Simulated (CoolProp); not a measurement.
Vapour-liquid equilibrium of dimethyl carbonate (1) + cyclohexane (2) at 231.95 °C; x and y are mole fractions of (1).

Model: multi-fluid Helmholtz-energy mixture model, Zhou 2011 and Zhou 2014; pair parameters Bell 2016, in CoolProp.

### Question
Give the bubble pressure and the first vapour's composition at x = 0.35, 0.65, 0.8. Is there an azeotrope?

### Answer
x = 0.35: 27.45 bar, y = 0.390; x = 0.65: 27.67 bar, y = 0.618; x = 0.8: 26.40 bar, y = 0.748. y crosses x between x = 0.5 and 0.65: the model has an azeotrope there.

The pair parameters rest on a limited set of measurements; away from them the model extrapolates.
